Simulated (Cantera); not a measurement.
A closed system holds: 1 mol Ti(NMe₂)₄, 0.15 mol CH₄, 1.3 mol H₂, 1.2 mol H₂O, equilibrated at 1225 °C and 8.25 Torr.

These are equilibrium values from Cantera (NASA tables, ideal gas, pure condensed phases), not measurements of a reactor. Candidate condensed phases: C, C₆H₆, C₇H₈, C₈H₁₈, H₂O, Ti, TiC, TiN, TiO, TiO₂, Ti₂O₃, Ti₃O₅, Ti₄O₇; 139 gas species. The feed counts by its element totals alone. TiC: taken at fixed stoichiometry. Equilibrium is a limit: real reactors are often held back by kinetics, nucleation or transport.

Base state: H₂ 0.822, N₂ 0.111, CO 0.0667, HCN 0.000315, H 0.000149, CH₄ 1.93e-5 (mole fractions); condensed: C(graphite) + TiC(s).

Question: What changes in the equilibrium state with this change: temperature from 1225 °C to 1752 °C?

Answer: 
| species | before | after |
|---|---|---|
| H₂ | 0.822 | 0.804 |
| N₂ | 0.111 | 0.108 |
| CO | 0.0667 | 0.0661 |
| H | 0.000149 | 0.0165 |
| HCN | 0.000315 | 0.00478 |
| C₂H₂ (acetylene) | 7.24e-6 | 0.000728 |
| HNC | 5.28e-6 | 0.000284 |
| C(graphite), mol | 5.94 | 5.83 |
| TiC(s), mol | 1.00 | 1.000 |
